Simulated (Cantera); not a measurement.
A closed system holds: 1 mol Si2Cl6, 0.032 mol HCl, 98 mol H2, at 16.0 mbar.

Method: chemical equilibrium by Gibbs-energy minimisation in Cantera with the NASA 1993 tables (ideal gas, pure condensed phases). Candidate condensed phases: Si; 19 gas species. The feed counts by its element totals alone. The tables' values for SiCl3, SiCl are old estimates; treat these amounts as uncertain. Kinetics and transport are ignored.

x: gas mole fraction; n: condensed amount in mol.

| T (K) | x H2 | x HCl | x SiCl4 | x SiCl2 | n Si(s) |
|---|---|---|---|---|---|
| 850 | 0.980 | 0.00431 | 0.0109 | (withheld) | 0.487 |
| 925 | 0.977 | 0.00943 | 0.00975 | (withheld) | 0.618 |
| 1000 | 0.970 | 0.0177 | 0.00777 | (withheld) | 0.815 |
| 1075 | 0.962 | 0.0284 | 0.00496 | (withheld) | 1.05 |
| 1150 | 0.954 | 0.0385 | 0.00218 | (withheld) | 1.24 |
| 1225 | 0.949 | 0.0440 | 0.000632 | (withheld) | 1.32 |
| 1300 | 0.948 | 0.0457 | 0.000152 | (withheld) | 1.33 |
| 1375 | 0.947 | 0.0459 | 3.78e-5 | 0.00641 | 1.32 |
| 1450 | 0.947 | 0.0456 | 1.05e-5 | 0.00678 | 1.30 |
| 1525 | 0.947 | 0.0452 | 3.28e-6 | 0.00707 | 1.27 |
| 1600 | 0.947 | 0.0448 | 1.14e-6 | 0.00732 | 1.25 |

**Question.** Fill in the missing entries.

**Answer.** 
- 850, x SiCl2: 2.25e-5
- 925, x SiCl2: 0.000132
- 1000, x SiCl2: 0.000548
- 1075, x SiCl2: 0.00164
- 1150, x SiCl2: 0.00341
- 1225, x SiCl2: 0.00498
- 1300, x SiCl2: 0.00588
